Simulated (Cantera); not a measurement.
## Equilibrium for fluorocarbon and chlorocarbon gases: c-C₄F₈ + F₂ + H₂

A closed system holds: 1 mol c-C₄F₈, 0.54 mol F₂, 12 mol H₂, equilibrated at 98.0 Pa.

Method: chemical equilibrium by Gibbs-energy minimisation in Cantera with the NASA 1993 tables (ideal gas, pure condensed phases). Candidate condensed phases: C, C₆H₆, C₇H₈, C₈H₁₈; 110 gas species. Ions and electrons are included (thermal ionisation). The feed counts by its element totals alone. Kinetics and transport are ignored.

| T (°C) | log p H | log p HF | log p F | log p H₂ | log p C | log p C₃ | log p C₂ | log p CF | n C(graphite) |
|---|---|---|---|---|---|---|---|---|---|
| 2227 | -3.46 | -3.36 | -5.77 | -3.72 | -6.78 | -6.30 | -7.34 | -7.26 | 3.87 |
| 2727 | -3.24 | -3.60 | -4.17 | -4.87 | -4.62 | -4.49 | -5.15 | -5.43 | 0 |
| 3227 | -3.20 | -4.54 | -3.66 | -5.95 | -4.01 | -5.99 | -5.45 | -5.70 | 0 |
| 3727 | -3.20 | -5.61 | -3.62 | -6.80 | -3.98 | -8.39 | -6.53 | -6.67 | 0 |
| 4227 | -3.20 | -6.48 | -3.62 | -7.47 | -3.98 | -10.34 | -7.42 | -7.49 | 0 |
| 4727 | -3.20 | -7.18 | -3.62 | -8.01 | -3.98 | -11.90 | -8.13 | -8.14 | 0 |
log p: log10 of the partial pressure in bar; n: condensed amount in mol.

At 2227 °C the condensed part is C(graphite). From 2727 °C to 4727 °C nothing is condensed. The main C-bearing gas is C₂H₂ (acetylene) at 2227 °C and C at 4727 °C.
